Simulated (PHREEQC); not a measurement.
Consider water at 55 °C with 0.12 mol/kgw Cu(NO3)2, 0.0011 mol/kgw HCl and 0.032 mol/kgw KCl. Closed to the air; pH follows from the charge balance.

Computed with PHREEQC (ion-association model, phreeqc.dat).

### Question
The ionic strength comes out as 0.378 mol/kgw. What activity coefficients do CuCl+, Cu2(OH)2+2, H+, K+, Cl- get?

### Answer
CuCl+ 0.66, Cu2(OH)2+2 0.26, H+ 0.76, K+ 0.65, Cl- 0.65.

Precipitation was switched off in this run. Species that the database lacks are ignored. Constants without temperature data keep their 25 °C values here.
